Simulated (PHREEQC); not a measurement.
A solution holds 0.00054 mol CO2 and 0.207 mol K2HPO4 per kg of water, at 25 °C. Closed to the air; pH follows from the charge balance.

Equilibrium calculation in PHREEQC: ion-association model, phreeqc.dat.

The pH is 8.85. The ionic strength is 0.569 mol/kgw, the activity of water comes out as 0.990 and the density is 1.026 g/cm³. The total alkalinity is 207 meq/kg.

```csv
species,molality,activity,log γ
K+,0.388,0.246,-0.198
HPO4-2,0.179,0.0368,-0.687
KHPO4-,0.0258,0.0177,-0.165
H2PO4-,0.00124,0.000847,-0.165
PO4-3,0.000637,1.16e-5,-1.739
HCO3-,0.000489,0.000335,-0.165
CO3-2,5.00e-5,1.10e-5,-0.658
OH-,1.13e-5,7.01e-6,-0.206
```

Precipitation was switched off in this run.
